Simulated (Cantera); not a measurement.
Input (Python, Cantera) and output of one run.

```python
import numpy as np
import cantera as ct

gas_names = [...]  # 118 gases of nasa_gas.yaml made of C, Cl, F, H
cond_names = """
    C(gr) C6H6(L) C7H8(L) C8H18(L),n-octa
""".split()


# ... load() reads the species with a 1 bar reference pressure and builds the phases ...
atoms = {
    'CH2F2': {'C': 1, 'H': 2, 'F': 2},
    'HCl': {'H': 1, 'CL': 1},
    'H2': {'H': 2},
}
top_T = {'C(gr)': 4500}  # K; cautious upper limits of use, not melting points


# ... equilibrate(T, P, feed) seeds the gas with the atoms and calls Mixture.equilibrate('TP', solver="vcs", rtol=1e-11, max_steps=5000) ...
results = []
feed = {'CH2F2': 1, 'HCl': 0.072, 'H2': 13}  # mol
T = 2098.15  # K
P = 1900  # Pa
mix = equilibrate(T, P, feed)
results.append((T, P, feed, dict(zip(mix.species_names, mix.species_moles))))
print(gas.report(threshold=1e-05))
for i in range(1, mix.n_phases):
    print(f"{mix.phase(i).name:16s} {mix.phase_moles(i):12.5e} mol")
```

It prints:

```
       temperature   2098.2 K
          pressure   1900 Pa
           density   0.00049554 kg/m^3
  mean mol. weight   4.5498 kg/kmol
   phase of matter   gas

                          1 kg             1 kmol
                     ---------------   ---------------
          enthalpy        5.4007e+06        2.4572e+07  J
   internal energy        1.5664e+06        7.1271e+06  J
           entropy             51164        2.3279e+05  J/K
    Gibbs function       -1.0195e+08       -4.6385e+08  J
 heat capacity c_p            7531.1             34265  J/K
 heat capacity c_v            5703.7             25951  J/K

                      mass frac. Y      mole frac. X     chem. pot. / RT
                     ---------------   ---------------   ---------------
    C2H2,acetylene         0.0068856         0.0012032           -29.506
                CL        0.00064854        8.3237e-05           -29.213
                 H         0.0045434          0.020507           -11.885
               HCL          0.037218         0.0046446           -41.098
                HF           0.57748           0.13133           -46.428
                H2           0.37318           0.84222           -23.769
     [ +112 minor]         4.541e-05         1.043e-05

C(gr)             9.63176e-01 mol
```

Method: chemical equilibrium by Gibbs-energy minimisation in Cantera with the NASA 1993 tables (ideal gas, pure condensed phases).
